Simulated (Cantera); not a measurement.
An isothermal, constant-pressure homogeneous reactor starts with N₂O : N₂ = 1 : 2.3 (molar parts), at 1400 K and 12.8 Torr.

Cantera simulation using GRI-Mech 3.0 (53 species, 325 reactions); the numbers are that mechanism's predictions, not measurements. GRI-Mech 3.0 was tuned for natural gas; its chemistry of N2O as a main component is partial and can be far from experiment. Radical loss at walls, strong at low pressure, is not modelled. The temperature is held fixed by assumption; the heat of reaction is taken as removed at once.

Q: Predict: x(N₂O) at 100 s; x(O) at 100 s; x(NO) at 100 s; x(O₂) at 100 s; x(NO₂) at 100 s; x(N₂) at 100 s.

A: 
| Quantity | Value |
|---|---|
| x(N₂O) at 100 s | 7.12e-7 (gas-phase equilibrium 5.25e-9) |
| x(O) at 100 s | 2.39e-6 (gas-phase equilibrium 2.65e-6) |
| x(NO) at 100 s | 0.0510 (gas-phase equilibrium 0.000604) |
| x(O₂) at 100 s | 0.106 (gas-phase equilibrium 0.131) |
| x(NO₂) at 100 s | 3.49e-5 (gas-phase equilibrium 4.61e-7) |
| x(N₂) at 100 s | 0.843 (gas-phase equilibrium 0.868) |
